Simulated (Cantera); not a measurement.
A freely propagating, adiabatic, planar premixed flame of CH4 : O2 : N2 = 1 : 2 : 9.6 (molar parts), unburnt at 700 K and 3.65 atm; unity-Lewis-number transport, grid criteria slope 0.08 and curve 0.16, no radiation.

Model: GRI-Mech 3.0 (53 species, 325 reactions), integrated in Cantera. Unity Lewis numbers drop preferential diffusion, which matters most where H2 and H carry the flame. Burning velocities carry a grid error of a few per cent, more on coarse grids.

Predict: laminar burning velocity; thermal thickness; peak x(H); peak x(C2H4); peak x(CO).


```
Item                          Value
------------------------  ---------
laminar burning velocity  58.4 cm/s
thermal thickness          0.168 mm
peak x(H)                   0.00407
peak x(C2H4)               0.000493
peak x(CO)                   0.0334
```
